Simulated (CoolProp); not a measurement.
A simple Rankine cycle with R245ca: condensing at 319.15 K, boiler at 0.894 MPa, turbine inlet 411.4 K, turbine efficiency 0.8, pump efficiency 0.8, no recuperator. Each further row changes one setting.

Computed with CoolProp (reference Helmholtz-energy equation of state, Zhou 2016).

| case | thermal efficiency (%) | net work (kJ/kg) | heat in (kJ/kg) | turbine exit temperature (K) | volume ratio over the turbine |
|---|---|---|---|---|---|
| as stated | 9.1 | 25.4 | 280 | (withheld) | 4.26 |
| turbine inlet 431.4 K | 8.9 | (withheld) | 304 | 400.4 | (withheld) |
| condensing temperature 311.15 K | (withheld) | 30.2 | 291 | 374.8 | (withheld) |
| boiler pressure 0.626 MPa | 7.0 | 19.8 | 284 | 388.6 | 2.93 |
| turbine efficiency 0.7 | 7.9 | 22.2 | 280 | 383.0 | 4.30 |

Task: What belongs in the gaps?

Result: 
- as stated, turbine exit temperature (K): 380.0
- turbine inlet 431.4 K, net work (kJ/kg): 27.1
- turbine inlet 431.4 K, volume ratio over the turbine: 4.21
- condensing temperature 311.15 K, thermal efficiency (%): 10.4
- condensing temperature 311.15 K, volume ratio over the turbine: 5.55
